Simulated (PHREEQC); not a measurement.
A PHREEQC speciation (ion-association model, phreeqc.dat) at 25 °C gives pH 5.86 and these molalities:

```
species     mol/kgw
----------  -------
CdSO4         0.119
SO4-2         0.106
Na+          0.0982
Cd(SO4)2-2   0.0886
Cd+2         0.0821
Mn+2         0.0680
MnSO4        0.0420
NaSO4-      0.00976
```

Task: What are the element totals, and what could have been dissolved in 1 kg of water to give them?

Result: This is not unique; one that fits is totals Cd 0.290, Mn(2) 0.110, Na 0.108, S(6) 0.454 mol/kgw, from 0.29 mol CdSO4, 0.054 mol Na2SO4 and 0.11 mol MnSO4 per kg of water.

No solid was allowed to form. Ionic strength above about 0.7 mol/kgw puts this run outside the model's range. Complexes and solids missing from the database can't appear.
